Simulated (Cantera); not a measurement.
A freely propagating, adiabatic, planar premixed flame of H₂ : O₂ : N₂ : H₂O = 1 : 0.263 : 0.989 : 0.22 (molar parts), equivalence ratio 1.9, unburnt at 548 K and 3.30 bar; mixture-averaged transport, grid criteria slope 0.08 and curve 0.16, no radiation.

Computed with Cantera and the H2/O2 subset of GRI-Mech 3.0, which has no nitrogen chemistry. The hydrogen kinetics of GRI-Mech 3.0 are dated; newer H2 mechanisms differ, most at raised pressure. Burning velocities carry a grid error of a few per cent, more on coarse grids.

x: mole fraction of selected species; z is measured from the peak of heat release.

```csv
z (mm),T (K),u (m/s),x H₂,x O₂,x H₂O,x OH,x O,x H
-0.255,548,6.26,0.405,0.106,0.0890,<1e-8,<1e-8,<1e-8
-0.170,548,6.26,0.405,0.106,0.0890,<1e-8,<1e-8,<1e-8
-0.128,548,6.26,0.404,0.106,0.0890,<1e-8,<1e-8,<1e-8
-0.0851,549,6.27,0.404,0.107,0.0892,<1e-8,3.42e-8,<1e-8
-0.0426,___,6.72,0.392,0.107,0.0929,___,___,___
-0.0213,855,9.33,0.358,0.100,0.119,0.000740,0.000177,0.00261
0,1233,13.1,0.300,0.0748,0.179,0.00150,0.00114,0.0156
0.0213,1510,15.9,0.241,0.0391,0.249,0.00299,0.00202,0.0329
0.0426,1662,17.4,0.208,0.0156,0.294,0.00405,0.00166,0.0419
0.0851,1792,18.7,0.193,0.00253,0.321,0.00456,0.000888,0.0408
0.170,1892,19.6,0.196,0.000439,0.327,0.00412,0.000491,0.0306
0.341,1974,20.4,0.202,0.000178,0.331,0.00316,0.000235,0.0203
0.681,2034,20.9,0.206,___,0.334,___,___,___
```

Question: Complete the blanks.

Answer: 
- -0.0426, T (K): 598
- -0.0426, x OH: 3.65e-5
- -0.0426, x O: 8.05e-6
- -0.0426, x H: 5.15e-5
- 0.681, x O₂: 7.01e-5
- 0.681, x OH: 0.00212
- 0.681, x O: 9.25e-5
- 0.681, x H: 0.0123
